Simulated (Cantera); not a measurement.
A closed system holds: 1 mol Pb, 0.063 mol H₂O, a varied amount of H₂, equilibrated at 1975 K and 1330 Pa.

Equilibrium computed with Cantera from the NASA thermochemical tables; the gas is ideal and each condensed phase is pure. Candidate condensed phases: H₂O, Pb, PbO, PbO₂, Pb₃O₄; 12 gas species. The numbers say what is thermodynamically allowed, not how fast it happens.

**Question.** At 100 mol H₂, list the 4 most abundant gas species with their mole fractions, and the condensed phases.

**Answer.** H₂ 0.978, H 0.0117, Pb 0.00984, H₂O 0.000619. Condensed: gas only.
